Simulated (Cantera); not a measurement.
A Cantera script and its output.

```python
import numpy as np
import cantera as ct

gas = ct.Solution("gri30.yaml")
gas.TPX = 1550, 3000000, {'CH4': 2.2, 'CO': 0.6, 'O2': 3.97, 'N2': 14.9}
reactor = ct.IdealGasConstPressureReactor(gas, energy="on", clone=False)
net = ct.ReactorNet([reactor])
net.rtol, net.atol = 1e-08, 1e-16
show = ['CH4', 'CO', 'O2', 'C2H2', 'CH2O', 'C2H4']
times = np.geomspace(9e-06, 0.6, 16)

steps = ct.SolutionArray(gas, extra=["t"])
rows = []
print(f"{'t/s':>10s}{'T/K':>9s}{'P/Pa':>11s}" + "".join(f"{s:>11s}" for s in show))
for t in times:
    while net.time < t:
        t_next = net.step()
        steps.append(gas.state, t=t_next)
    rows.append([np.interp(t, steps.t, y) for y in (steps.T, steps.P, *steps(*show).X.T)])
    print(f"{t:10.3e}{rows[-1][0]:9.1f}{rows[-1][1]:11.4g}" + "".join(f"{x:11.3e}" for x in rows[-1][2:]))
rate = np.gradient(steps.T, steps.t)
print("integrator steps:", len(steps.t))
if steps.T.max() > steps.T[0] + 200:
    print(f"time of steepest temperature rise: {steps.t[rate.argmax()]:.4e} s")
gas.TPX = 1550, 3000000, {'CH4': 2.2, 'CO': 0.6, 'O2': 3.97, 'N2': 14.9}
gas.equilibrate("HP")
print(f"equilibrium (HP): T = {gas.T:.1f} K  " + "  ".join(f"{s} {gas[s].X[0]:.3e}" for s in show))
```

Output:

```
       t/s      T/K       P/Pa        CH4         CO         O2       C2H2       CH2O       C2H4
 9.000e-06   1551.1      3e+06  1.011e-01  2.766e-02  1.830e-01  1.984e-09  1.482e-04  5.574e-06
 1.887e-05   1556.3      3e+06  9.994e-02  2.769e-02  1.822e-01  4.674e-08  5.472e-04  3.998e-05
 3.958e-05   1595.6      3e+06  9.263e-02  2.893e-02  1.767e-01  2.539e-06  2.187e-03  5.203e-04
 8.299e-05   3021.7      3e+06  1.795e-12  6.126e-02  4.643e-03  5.474e-15  1.608e-08  5.544e-19
 1.740e-04   3011.8      3e+06  1.994e-12  6.196e-02  4.133e-03  5.970e-15  1.664e-08  6.350e-19
 3.649e-04   3011.0      3e+06  2.010e-12  6.201e-02  4.098e-03  6.007e-15  1.669e-08  6.412e-19
 7.653e-04   3011.0      3e+06  2.010e-12  6.201e-02  4.098e-03  6.007e-15  1.669e-08  6.412e-19
 1.605e-03   3011.0      3e+06  2.010e-12  6.201e-02  4.098e-03  6.007e-15  1.669e-08  6.412e-19
 3.365e-03   3011.0      3e+06  2.010e-12  6.201e-02  4.098e-03  6.007e-15  1.669e-08  6.412e-19
 7.056e-03   3011.0      3e+06  2.010e-12  6.201e-02  4.098e-03  6.007e-15  1.669e-08  6.412e-19
 1.480e-02   3011.0      3e+06  2.010e-12  6.201e-02  4.098e-03  6.007e-15  1.669e-08  6.412e-19
 3.103e-02   3011.0      3e+06  2.010e-12  6.201e-02  4.098e-03  6.007e-15  1.669e-08  6.412e-19
 6.507e-02   3011.0      3e+06  2.010e-12  6.201e-02  4.098e-03  6.007e-15  1.669e-08  6.412e-19
 1.364e-01   3011.0      3e+06  2.010e-12  6.201e-02  4.098e-03  6.007e-15  1.669e-08  6.412e-19
 2.861e-01   3011.0      3e+06  2.010e-12  6.201e-02  4.098e-03  6.007e-15  1.669e-08  6.412e-19
 6.000e-01   3011.0      3e+06  2.010e-12  6.201e-02  4.098e-03  6.007e-15  1.669e-08  6.412e-19
integrator steps: 1918
time of steepest temperature rise: 5.3289e-05 s
equilibrium (HP): T = 3011.0 K  CH4 2.392e-12  CO 6.201e-02  O2 4.098e-03  C2H2 6.382e-15  CH2O 1.669e-08  C2H4 6.862e-19
```

Detailed kinetics in Cantera: GRI-Mech 3.0 (53 species, 325 reactions). The pressure lies above the range GRI-Mech 3.0 was tuned for (to about 10 atm). Above 3000 K some thermodynamic fits are extrapolated.
